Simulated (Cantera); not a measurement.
Feed: 1 mol Fe3O4, 0.059 mol HCl, equilibrated at 1450 K and 5.60 bar.

Method: chemical equilibrium by Gibbs-energy minimisation in Cantera with the NASA 1993 tables (ideal gas, pure condensed phases). Candidate condensed phases: Fe, FeCl2, FeCl3, FeO, Fe(OH)2, Fe(OH)3, Fe2O3, Fe3O4, H2O; 22 gas species. Mutual solubility and eutectic melting of coexisting phases are not modelled. Equilibrium is a limit: real reactors are often held back by kinetics, nucleation or transport.

### Question
What is the equilibrium state?

### Answer
```
Item                                         Value
-------------------------------------  -----------
x(HCl)                                       0.689
x(H2O)                                       0.170
x(FeCl2)                                    0.0796
x(FeCl3)                                    0.0541
x(Cl2)                                     0.00393
x(Fe2Cl4)                                  0.00206
x(Cl)                                      0.00109
x(O2)                                     0.000261
x(Fe2Cl6)                                 0.000226
n(Fe2O3(s))                            0.00237 mol
n(Fe3O4(s))                              0.996 mol
gas amount                             0.05735 mol
log10 activity of FeCl2(l) (absent)          -0.82
log10 activity of Fe(γ) (absent)             -5.99
log10 activity of Fe(OH)2(s) (absent)        -6.52
```
